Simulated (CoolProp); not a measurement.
Properties of n-undecane along the isobar 2170 kPa (Tc = 365.7 °C, pc = 1990 kPa, ω = 0.539).

Values from CoolProp's reference Helmholtz-energy equation of state, Aleksandrov 2011. It is a short technical equation, of lower accuracy than the large ones.

```json
[
 {"T (°C)": "280.15", "phase": "liquid", "Z": "0.1416", "cp (kJ/(kg K))": "3.236", "speed of sound (m/s)": "443.7", "Joule-Thomson coefficient (K/MPa)": "0.1506", "isothermal compressibility (1/MPa)": "0.01144", "fugacity coefficient": "0.2332"},
 {"T (°C)": "285.25", "phase": "liquid", "Z": "0.1420", "cp (kJ/(kg K))": "3.262", "speed of sound (m/s)": "427.8", "Joule-Thomson coefficient (K/MPa)": "0.1900", "isothermal compressibility (1/MPa)": "0.01247", "fugacity coefficient": "0.2503"},
 {"T (°C)": "290.35", "phase": "liquid", "Z": "0.1425", "cp (kJ/(kg K))": "3.288", "speed of sound (m/s)": "411.9", "Joule-Thomson coefficient (K/MPa)": "0.2339", "isothermal compressibility (1/MPa)": "0.01365", "fugacity coefficient": "0.2680"},
 {"T (°C)": "295.55", "phase": "liquid", "Z": "0.1430", "cp (kJ/(kg K))": "3.317", "speed of sound (m/s)": "395.4", "Joule-Thomson coefficient (K/MPa)": "0.2844", "isothermal compressibility (1/MPa)": "0.01504", "fugacity coefficient": "0.2867"},
 {"T (°C)": "300.65", "phase": "liquid", "Z": "0.1437", "cp (kJ/(kg K))": "3.346", "speed of sound (m/s)": "379.1", "Joule-Thomson coefficient (K/MPa)": "0.3405", "isothermal compressibility (1/MPa)": "0.01664", "fugacity coefficient": "0.3058"},
 {"T (°C)": "305.75", "phase": "liquid", "Z": "0.1445", "cp (kJ/(kg K))": "3.376", "speed of sound (m/s)": "362.6", "Joule-Thomson coefficient (K/MPa)": "0.4047", "isothermal compressibility (1/MPa)": "0.01851", "fugacity coefficient": "0.3254"},
 {"T (°C)": "310.95", "phase": "liquid", "Z": "0.1454", "cp (kJ/(kg K))": "3.410", "speed of sound (m/s)": "345.4", "Joule-Thomson coefficient (K/MPa)": "0.4804", "isothermal compressibility (1/MPa)": "0.02078", "fugacity coefficient": "0.3460"},
 {"T (°C)": "316.05", "phase": "liquid", "Z": "0.1465", "cp (kJ/(kg K))": "3.445", "speed of sound (m/s)": "328.3", "Joule-Thomson coefficient (K/MPa)": "0.5673", "isothermal compressibility (1/MPa)": "0.02349", "fugacity coefficient": "0.3669"},
 {"T (°C)": "321.15", "phase": "liquid", "Z": "0.1478", "cp (kJ/(kg K))": "3.484", "speed of sound (m/s)": "310.8", "Joule-Thomson coefficient (K/MPa)": "0.6703", "isothermal compressibility (1/MPa)": "0.02680", "fugacity coefficient": "0.3882"},
 {"T (°C)": "326.35", "phase": "liquid", "Z": "0.1493", "cp (kJ/(kg K))": "3.528", "speed of sound (m/s)": "292.5", "Joule-Thomson coefficient (K/MPa)": "0.7972", "isothermal compressibility (1/MPa)": "0.03104", "fugacity coefficient": "0.4104"},
 {"T (°C)": "331.45", "phase": "liquid", "Z": "0.1511", "cp (kJ/(kg K))": "3.578", "speed of sound (m/s)": "274.0", "Joule-Thomson coefficient (K/MPa)": "0.9508", "isothermal compressibility (1/MPa)": "0.03640", "fugacity coefficient": "0.4326"},
 {"T (°C)": "336.55", "phase": "liquid", "Z": "0.1532", "cp (kJ/(kg K))": "3.636", "speed of sound (m/s)": "254.8", "Joule-Thomson coefficient (K/MPa)": "1.145", "isothermal compressibility (1/MPa)": "0.04348", "fugacity coefficient": "0.4552"},
 {"T (°C)": "341.75", "phase": "liquid", "Z": "0.1558", "cp (kJ/(kg K))": "3.708", "speed of sound (m/s)": "234.2", "Joule-Thomson coefficient (K/MPa)": "1.405", "isothermal compressibility (1/MPa)": "0.05348", "fugacity coefficient": "0.4786"},
 {"T (°C)": "346.85", "phase": "liquid", "Z": "0.1590", "cp (kJ/(kg K))": "3.800", "speed of sound (m/s)": "212.9", "Joule-Thomson coefficient (K/MPa)": "1.754", "isothermal compressibility (1/MPa)": "0.06783", "fugacity coefficient": "0.5017"}
]
```
